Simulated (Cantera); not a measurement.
Standard-state values (1 bar) from the NASA 1993 polynomials, evaluated with Cantera. Values are per mole of reaction as written; species without (g) are pure solids or liquids, kept so even where they would boil at 1 bar.

Question: Between 1525 and 2275 K, where is each reaction favourable under standard conditions?
- O3(g) + 2 BF3(g) → 6 F(g) + B2O3(g)

Answer: 
- O3(g) + 2 BF3(g) → 6 F(g) + B2O3(g): ΔG° is 977 kJ at 1525 K and 572 kJ at 2275 K; it stays positive (K < 1). ΔH° is 1800 kJ and ΔS° 540 J/K at 2275 K.
